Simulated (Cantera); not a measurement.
Input: 1 mol C2F6, 4.7 mol H2.

These are equilibrium values from Cantera (NASA tables, ideal gas, pure condensed phases), not measurements of a reactor. Candidate condensed phases: C, C6H6, C7H8, C8H18; 95 gas species. The feed counts by its element totals alone. The numbers say what is thermodynamically allowed, not how fast it happens.

Problem. What condenses at these points (T in K, P in Pa): (2775, 1); (2525, 1); (2325, 1); (2175, 24000); (2225, 5600)?

Solution. 
```csv
T (K),P in Pa,condensed phases,C condensed (%)
2775,1,gas only,0.0
2525,1,gas only,0.0
2325,1,C,95.0
2175,24000,C,99.6
2225,5600,C,99.5
```
